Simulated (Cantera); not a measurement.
What does this Cantera script print?

```python
import numpy as np
import cantera as ct

gas_names = """
    NO CrO3 NO2
""".split()
cond_names = """
    Cr(cr) Cr(L)
""".split()


# ... load() reads the species with a 1 bar reference pressure and builds the phases ...
species = {s.name: s for s in load("nasa_gas.yaml", gas_names) + load("nasa_condensed.yaml", cond_names)}
# Each term lists the table entries of one substance; the one whose range holds T is used.
reactions = {
    '3 NO(g) + CrO3(g) = Cr + 3 NO2(g)':
        [(-3, ['NO']), (-1, ['CrO3']), (1, ['Cr(cr)', 'Cr(L)']), (3, ['NO2'])],
}


def pick(names, T):
    return next(species[n] for n in names if species[n].thermo.min_temp <= T <= species[n].thermo.max_temp)


results = []
for label, terms in reactions.items():
    print(label)
    print("     T/K   dH/kJ  dS/(J/K)   dG/kJ   log10 K")
    for T in [1000, 1100, 1200, 1300, 1400, 1500, 1600, 1700, 1800]:
        used = [(nu, pick(names, T)) for nu, names in terms]
        dH = sum(nu * s.thermo.h(T) for nu, s in used) / 1e6
        dS = sum(nu * s.thermo.s(T) for nu, s in used) / 1e3
        dG = dH - T * dS / 1e3
        logK = -dG * 1e6 / (ct.gas_constant * T * np.log(10))
        results.append((label, T, dH, dS, dG, logK, [s.name for _, s in used]))
        print(f"{T:8g} {dH:8.1f} {dS:8.1f} {dG:8.1f} {logK:8.2f}")
```

It prints:

```
3 NO(g) + CrO3(g) = Cr + 3 NO2(g)
     T/K   dH/kJ  dS/(J/K)   dG/kJ   log10 K
    1000    122.3   -155.7    278.0   -14.52
    1100    123.5   -154.6    293.5   -13.94
    1200    124.8   -153.5    308.9   -13.45
    1300    126.3   -152.2    324.2   -13.03
    1400    128.1   -150.9    339.4   -12.66
    1500    130.1   -149.5    354.4   -12.34
    1600    132.4   -148.0    369.3   -12.06
    1700    135.0   -146.5    384.0   -11.80
    1800    137.8   -144.9    398.6   -11.57
```

Source: NASA polynomial tables (part measured, part estimated), evaluated in Cantera. Condensed species are held in their standard states even where they would react or evaporate.
